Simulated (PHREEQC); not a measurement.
0.024 g of hydrous ferric oxide (600 m²/g; 0.2 weak and 0.005 strong sites per Fe, Dzombak-Morel constants, diffuse double layer) in 1 kg of water with 0.01 mol/kgw of an inert sodium salt and 0.036 mmol/kgw CuCl2 and 0.00015 mmol/kgw CaCl2, at 25 °C; the pH is set by adding NaOH or the inert anion's acid. Oxygen is held at 0.21 atm. The system is closed to CO2. Nothing may precipitate in this run.

The series has 13 steps of pH, from 3 to 11.

The numbers come from PHREEQC with the ion-association model, wateq4f.dat.

Question: Near which pH is half of the Cu sorbed, and on which side is more sorbed?

Answer: Near pH 6.3, with more sorbed at higher pH.

Question: Near which pH is half of the Ca sorbed, and on which side is more sorbed?

Answer: Near pH 10.1, with more sorbed at higher pH.

Question: At which pH does the surface charge pass through zero?

Answer: Near pH 9.2.

Along this series the solution becomes supersaturated in solids that the run did not let form, among them Cu(OH)2. Complexes and solids missing from the database can't appear. The database's constant for dissolved Cu(OH)2 is higher than later reviews accept. The oxide is taken as insoluble; below pH 4 it would dissolve.
